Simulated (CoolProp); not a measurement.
CF4 (R14) along the isotherm -70.95 °C: Z from the reference equation and from simpler models built on Tc = -45.8 °C, pc = 3762 kPa, ω = 0.178; each cubic takes its own stable root.

Computed with CoolProp (reference Helmholtz-energy equation of state, Platzer 1990). This equation is an older, rougher fit; its heat capacities, sound speeds and derivatives of the liquid may be far off and weren't checked against measurements.

```json
[
 {"p (kPa)": "2350", "phase": "liquid", "reference": "0.09950"},
 {"p (kPa)": "4700", "phase": "liquid", "reference": "0.1932"},
 {"p (kPa)": "7050", "phase": "liquid", "reference": "0.2833"},
 {"p (kPa)": "9410", "phase": "liquid", "reference": "0.3713"},
 {"p (kPa)": "11800", "phase": "liquid", "reference": "0.4584"},
 {"p (kPa)": "14100", "phase": "liquid", "reference": "0.5405"},
 {"p (kPa)": "16500", "phase": "liquid", "reference": "0.6248"},
 {"p (kPa)": "18800", "phase": "liquid", "reference": "0.7044"}
]
```

### Question
How far does each simpler model (van der Waals, Redlich-Kwong, Soave-Redlich-Kwong) lie from the reference over these 8 states: mean and median of the absolute difference, and the worst?

### Answer
- van der Waals: mean 41.7 %, median 39.3 %, worst +56.0 % at -70.95 °C and 2350 kPa
- Redlich-Kwong: mean 5.9 %, median 4.8 %, worst +13.1 % at -70.95 °C and 2350 kPa
- Soave-Redlich-Kwong: mean 3.9 %, median 3.2 %, worst +9.0 % at -70.95 °C and 2350 kPa
